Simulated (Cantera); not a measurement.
A perfectly stirred reactor is fed with CH4 : O2 : N2 = 1 : 2.13 : 8 (molar parts), at 17.0 bar; it is adiabatic with a 500 K inlet, and is followed from long to short residence time, starting on the burning branch (τ in s: 0.091, 0.05, 0.028, 0.015, 0.0084, 0.0046, 0.0026, 0.0014, 0.00078, 0.00043, 0.00024, 0.00013, 7.3e-05).

Detailed kinetics in Cantera: GRI-Mech 3.0 (53 species, 325 reactions). The pressure lies above the range GRI-Mech 3.0 was tuned for (to about 10 atm).

**Question.** What does this change do: inlet temperature 500 to 748 K?

**Answer.** 
```
quantity                                                                          before                                   after
------------------------------------------------  --------------------------------------  --------------------------------------
blow-out, bracketed by the residence times tried  burning at 73.0 µs, the shortest tried  burning at 73.0 µs, the shortest tried
x(CH4) at τ = 91.0 ms                                                            4.04e-7                                 1.91e-7
x(O2) at τ = 91.0 ms                                                              0.0114                                  0.0122
x(H2O2) at τ = 91.0 ms                                                           3.79e-7                                 5.45e-7
x(H2O) at τ = 91.0 ms                                                              0.177                                   0.174
x(O) at τ = 91.0 ms                                                             0.000161                                0.000369
x(CH4) at τ = 2.60 ms                                                            1.22e-5                                 6.17e-6
x(O2) at τ = 2.60 ms                                                              0.0131                                  0.0137
x(H2O2) at τ = 2.60 ms                                                           4.47e-7                                 5.94e-7
x(H2O) at τ = 2.60 ms                                                              0.176                                   0.174
x(O) at τ = 2.60 ms                                                             0.000202                                0.000417
```

**Question.** What does this change do: CH4 1 to 0.65 parts?

**Answer.** 
| quantity | before | after |
|---|---|---|
| blow-out, bracketed by the residence times tried | burning at 73.0 µs, the shortest tried | burning at 0.240 ms, out at 0.130 ms |
| x(CH4) at τ = 91.0 ms | 4.04e-7 | 2.62e-6 |
| x(O2) at τ = 91.0 ms | 0.0114 | 0.0769 |
| x(H2O2) at τ = 91.0 ms | 3.79e-7 | 1.59e-7 |
| x(H2O) at τ = 91.0 ms | 0.177 | 0.120 |
| x(O) at τ = 91.0 ms | 0.000161 | 1.36e-5 |
| x(CH4) at τ = 2.60 ms | 1.22e-5 | 5.41e-5 |
| x(O2) at τ = 2.60 ms | 0.0131 | 0.0773 |
| x(H2O2) at τ = 2.60 ms | 4.47e-7 | 3.90e-7 |
| x(H2O) at τ = 2.60 ms | 0.176 | 0.120 |
| x(O) at τ = 2.60 ms | 0.000202 | 3.70e-5 |
